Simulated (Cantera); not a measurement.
A closed system holds: 1 mol C₃H₆, 0.082 mol NH₃, 9.5 mol N₂, equilibrated at 1625 K and 230 Pa.

Method: chemical equilibrium by Gibbs-energy minimisation in Cantera with the NASA 1993 tables (ideal gas, pure condensed phases). Candidate condensed phases: C, C₆H₆, C₇H₈, C₈H₁₈; 92 gas species. Kinetics and transport are ignored.

Question: What is the equilibrium state?

Answer: 
| Item | Result |
|---|---|
| x(N₂) | 0.753 |
| x(H₂) | 0.246 |
| x(HCN) | 0.00102 |
| x(H) | 0.000729 |
| x(HNC) | 2.51e-5 |
| x(C₂H₂ (acetylene)) | 8.73e-6 |
| n(C(graphite)) | 2.99 mol |
| gas amount | 12.67 mol |
